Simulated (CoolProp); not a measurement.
Computed with CoolProp (reference Helmholtz-energy equation of state, Gao 2016).

For sulfur dioxide, give the phase and the speed of sound (m/s) at 399.7 K and 0.0104 MPa; 227.4 K and 1.1 MPa.


- 399.7 K and 0.0104 MPa: gas; speed of sound 253
- 227.4 K and 1.1 MPa: liquid; speed of sound 1180
